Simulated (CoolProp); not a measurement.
R365MFC at several states: density (kg/m³) from the reference equation and from simpler models built on Tc = 186.9 °C, pc = 3.266 MPa, ω = 0.377; each cubic takes its own stable root.

The numbers come from the reference Helmholtz-energy equation of state, Lemmon 2016 in CoolProp.

```json
[
 {"T (°C)": "120.85", "p (MPa)": "3.92", "phase": "liquid", "reference": "1038", "van der Waals": "651.7", "Redlich-Kwong": "888.1", "Soave-Redlich-Kwong": "940.7", "Peng-Robinson": "?"},
 {"T (°C)": "116.55", "p (MPa)": "3.72", "phase": "liquid", "reference": "1049", "van der Waals": "?", "Redlich-Kwong": "898.2", "Soave-Redlich-Kwong": "952.5", "Peng-Robinson": "1077"},
 {"T (°C)": "129.85", "p (MPa)": "0.4", "phase": "gas", "reference": "19.06", "van der Waals": "18.65", "Redlich-Kwong": "18.88", "Soave-Redlich-Kwong": "18.99", "Peng-Robinson": "19.10"},
 {"T (°C)": "7.35", "p (MPa)": "0.0191", "phase": "gas", "reference": "1.228", "van der Waals": "1.219", "Redlich-Kwong": "1.222", "Soave-Redlich-Kwong": "1.224", "Peng-Robinson": "1.225"},
 {"T (°C)": "56.05", "p (MPa)": "0.0238", "phase": "gas", "reference": "1.299", "van der Waals": "1.294", "Redlich-Kwong": "1.296", "Soave-Redlich-Kwong": "1.297", "Peng-Robinson": "1.298"},
 {"T (°C)": "-16.65", "p (MPa)": "2.74", "phase": "liquid", "reference": "1347", "van der Waals": "?", "Redlich-Kwong": "?", "Soave-Redlich-Kwong": "1241", "Peng-Robinson": "1396"}
]
```

Q: Complete the blanks.

A: 
- 120.85, Peng-Robinson: 1063
- 116.55, van der Waals: 655.6
- -16.65, van der Waals: 813.3
- -16.65, Redlich-Kwong: 1194
